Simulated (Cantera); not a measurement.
Input (Python, Cantera) and output of one run.

```python
import numpy as np
import cantera as ct

gas_names = [...]  # 136 gases of nasa_gas.yaml made of C, H, N, O
cond_names = """
    C(gr) C6H6(L) C7H8(L) C8H18(L),n-octa H2O(s) H2O(L)
""".split()


# ... load() reads the species with a 1 bar reference pressure and builds the phases ...
atoms = {
    'n-butane': {'C': 4, 'H': 10},
    'CO2': {'C': 1, 'O': 2},
    'N2': {'N': 2},
}
top_T = {'C(gr)': 4500}  # K; cautious upper limits of use, not melting points


# ... equilibrate(T, P, feed) seeds the gas with the atoms and calls Mixture.equilibrate('TP', solver="vcs", rtol=1e-11, max_steps=5000) ...
results = []
feed = {'n-butane': 1, 'CO2': 1.5, 'N2': 0.36}  # mol
T = 2975  # K
P = 10000  # Pa
mix = equilibrate(T, P, feed)
results.append((T, P, feed, dict(zip(mix.species_names, mix.species_moles))))
print(gas.report(threshold=1e-06))
for i in range(1, mix.n_phases):
    print(f"{mix.phase(i).name:16s} {mix.phase_moles(i):12.5e} mol")
```

It prints:

```
       temperature   2975 K
          pressure   10000 Pa
           density   0.0047095 kg/m^3
  mean mol. weight   11.649 kg/kmol
   phase of matter   gas

                          1 kg             1 kmol
                     ---------------   ---------------
          enthalpy         1.049e+07         1.222e+08  J
   internal energy        8.3665e+06        9.7464e+07  J
           entropy             21664        2.5237e+05  J/K
    Gibbs function       -5.3961e+07       -6.2861e+08  J
 heat capacity c_p            2947.6             34338  J/K
 heat capacity c_v            2233.9             26023  J/K

                      mass frac. Y      mole frac. X     chem. pot. / RT
                     ---------------   ---------------   ---------------
                 C        0.00041112        0.00039874            -3.679
                CH        3.8774e-05        3.4694e-05           -15.771
               CH2         2.627e-05        2.1817e-05           -27.862
               CH3         1.547e-05        1.1987e-05           -39.954
                CN         0.0031853         0.0014262           -20.838
                CO           0.74125           0.30828           -37.074
                C2        0.00049701        0.00024102           -7.3579
               C2H         0.0055932         0.0026031            -19.45
    C2H2,acetylene          0.044641          0.019972           -31.541
   C2H2,vinylidene        0.00013281        5.9417e-05           -31.541
        C2H3,vinyl        2.5626e-06        1.1038e-06           -43.633
               CNC        1.0425e-05        3.1934e-06           -24.517
              C2N2        9.7062e-05        2.1729e-05           -41.676
               C2O        6.0017e-06         1.747e-06           -40.753
                C3         0.0073754         0.0023844           -11.037
    C3H3,propargyl        5.5224e-06        1.6471e-06           -47.312
                C4        3.0923e-05        7.4978e-06           -14.716
              C4H2         0.0020701        0.00048172           -38.899
                C5        0.00020843        4.0431e-05           -18.395
              C6H2        7.8345e-05         1.232e-05           -46.257
                 H          0.023503           0.27161           -12.092
               HCN          0.041758          0.017999            -32.93
               HNC         0.0077243         0.0033295            -32.93
                H2          0.059783           0.34545           -24.183
                 N        7.1997e-06        5.9878e-06           -17.159
                N2          0.061538           0.02559           -34.318
     [ +110 minor]        7.0824e-06        3.0313e-06

C(gr)             1.73686e+00 mol
```

Method: chemical equilibrium by Gibbs-energy minimisation in Cantera with the NASA 1993 tables (ideal gas, pure condensed phases).
